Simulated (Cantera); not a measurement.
A closed system holds: 1 mol SiH₂Cl₂, 0.68 mol HCl, 85 mol H₂, equilibrated at 1248 K and 23000 Pa.

Cantera equilibrium calculation (NASA polynomials, part measured and part estimated; ideal gas, pure solids and liquids). Candidate condensed phases: Si; 19 gas species. The tables' values for SiCl₃ are old estimates; treat these amounts as uncertain. Kinetics and transport are ignored.

Base state: H₂ 0.974, HCl 0.0233, SiCl₂ 0.00140, SiHCl₃ 0.000600, SiCl₄ 0.000407, SiCl₃ 0.000281, SiH₂Cl₂ 0.000120 (mole fractions); condensed: Si(s).

### Question
What changes in the equilibrium state with this change: pressure from 23000 Pa to 330 Pa?

### Answer
| species | before | after |
|---|---|---|
| H₂ | 0.974 | 0.971 |
| HCl | 0.0233 | 0.0267 |
| SiCl₂ | 0.00140 | 0.00184 |
| SiHCl₃ | 0.000600 | 1.29e-5 |
| SiH₂Cl₂ | 0.000120 | 2.26e-6 |
| SiCl₄ | 0.000407 | 1.01e-5 |
| SiCl₃ | 0.000281 | 5.07e-5 |
| Si(s), mol | 0.754 | 0.832 |
